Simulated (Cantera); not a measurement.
A closed system holds: 1 mol CHF3, 0.024 mol HCl, 7 mol H2, equilibrated at 0.680 bar.

Method: chemical equilibrium by Gibbs-energy minimisation in Cantera with the NASA 1993 tables (ideal gas, pure condensed phases). Candidate condensed phases: C, C6H6, C7H8, C8H18; 118 gas species. Equilibrium is a limit: real reactors are often held back by kinetics, nucleation or transport.

Task: Which condensed phases are stable at each of these points (T (K)): 2575, 2675, 2775, 2875, 2975, 3075, 3175, 3275, 3375?

Result: 
```tsv
T (K)	condensed phases	C condensed (%)
2575	C(graphite)	82.7
2675	C(graphite)	74.9
2775	C(graphite)	64.6
2875	C(graphite)	51.4
2975	C(graphite)	34.4
3075	C(graphite)	12.5
3175	gas only	0.0
3275	gas only	0.0
3375	gas only	0.0
```

From 2575 K to 3075 K the condensed part is C(graphite). From 3175 K to 3375 K nothing is condensed.
